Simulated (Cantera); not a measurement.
Standard-state values (1 bar) from the NASA 1993 polynomials, evaluated with Cantera. Values are per mole of reaction as written; species without (g) are pure solids or liquids, kept so even where they would boil at 1 bar.

VO2(g) + 2 H2(g) = V + 2 H2O(g)

| T (K) | ΔH° (kJ) | ΔS° (J/K) | ΔG° (kJ) | log10 K | condensed phases |
|---|---|---|---|---|---|
| 300 | -251.0 | -120.1 | -215.0 | 37.43 | V(s) |
| 2123 | (withheld) | (withheld) | (withheld) | (withheld) | V(s) |
| 2223 | (withheld) | (withheld) | (withheld) | (withheld) | V(l) |
| 2323 | -219.6 | -113.5 | 44.0 | -0.99 | V(l) |
| 2423 | -217.0 | -112.4 | 55.3 | -1.19 | V(l) |
| 2523 | (withheld) | (withheld) | (withheld) | (withheld) | V(l) |
| 2623 | -211.8 | -110.3 | 77.6 | -1.54 | V(l) |
| 2723 | -209.1 | -109.3 | 88.6 | -1.70 | V(l) |
| 2823 | -206.3 | -108.3 | 99.4 | -1.84 | V(l) |

Problem. Complete the blanks.

Solution. 
- 2123, ΔH° (kJ): -247.3
- 2123, ΔS° (J/K): -126.1
- 2123, ΔG° (kJ): 20.4
- 2123, log10 K: -0.50
- 2223, ΔH° (kJ): -222.2
- 2223, ΔS° (J/K): -114.6
- 2223, ΔG° (kJ): 32.6
- 2223, log10 K: -0.77
- 2523, ΔH° (kJ): -214.4
- 2523, ΔS° (J/K): -111.3
- 2523, ΔG° (kJ): 66.5
- 2523, log10 K: -1.38
